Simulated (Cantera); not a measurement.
An adiabatic, constant-volume homogeneous reactor starts with H₂ : O₂ : N₂ = 1 : 1.52 : 5.7 (molar parts), at 1575 K and 825 Torr.

Cantera simulation using GRI-Mech 3.0 (53 species, 325 reactions); the numbers are that mechanism's predictions, not measurements.

**Question.** Predict: time of steepest temperature rise; temperature at 8.00 s; equilibrium temperature; x(H₂) at 8.00 s; x(O₂) at 8.00 s; x(N₂O) at 8.00 s; x(NO) at 8.00 s; x(H) at 8.00 s; x(H₂O₂) at 8.00 s.

**Answer.** 
```
Property                                                              Result
---------------------------------  -----------------------------------------
time of steepest temperature rise                                    11.7 µs
temperature at 8.00 s                                                 2474 K
equilibrium temperature                                               2474 K
x(H₂) at 8.00 s                      0.00144 (gas-phase equilibrium 0.00144)
x(O₂) at 8.00 s                          0.120 (gas-phase equilibrium 0.120)
x(N₂O) at 8.00 s                     1.09e-6 (gas-phase equilibrium 1.09e-6)
x(NO) at 8.00 s                        0.0160 (gas-phase equilibrium 0.0160)
x(H) at 8.00 s                     0.000670 (gas-phase equilibrium 0.000670)
x(H₂O₂) at 8.00 s                    3.57e-7 (gas-phase equilibrium 3.57e-7)
```
